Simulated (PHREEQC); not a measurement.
0.83 g of hydrous ferric oxide (600 m²/g; 0.2 weak and 0.005 strong sites per Fe, Dzombak-Morel constants, diffuse double layer) in 1 kg of water with 0.1 mol/kgw of an inert sodium salt and 5e-06 mol NaH2PO4, 0.0006 mol Na2SeO4 and 0.0052 mol H3BO3, at 25 °C; the pH is set by adding NaOH or the inert anion's acid. O2 is buffered at 0.21 atm. The system is closed to CO2. Precipitation was switched off in this run.

The numbers come from PHREEQC with the ion-association model, wateq4f.dat.

```csv
pH,P sorbed (%),Se sorbed (%),B sorbed (%),surface charge σ (C/m²),surface potential ψ (mV)
4,100.0,86.6,0.0,0.151,108
4.38,100.0,83.9,0.0,0.141,105
5.12,100.0,71.9,0.1,0.111,93
5.5,100.0,61.5,0.2,0.095,85
5.88,100.0,48.6,0.3,0.079,76
6.62,100.0,21.8,0.5,0.051,58
7,100.0,10.9,0.5,0.038,46
7.38,99.9,4.1,___,0.025,___
8.12,99.3,0.3,0.5,-0.001,-1
8.5,97.1,0.1,0.5,-0.014,-19
8.88,88.9,0.0,0.4,-0.030,-37
9.62,36.0,0.0,0.1,___,___
10,13.5,0.0,0.1,-0.096,-85
```

Some entries are withheld; supply them.


- 7.38, B sorbed (%): 0.6
- 7.38, surface potential ψ (mV): 32
- 9.62, surface charge σ (C/m²): -0.069
- 9.62, surface potential ψ (mV): -69

Species that the database lacks are ignored. H3PO4, which wateq4f.dat lacks, is added to it with the constant of phreeqc.dat.
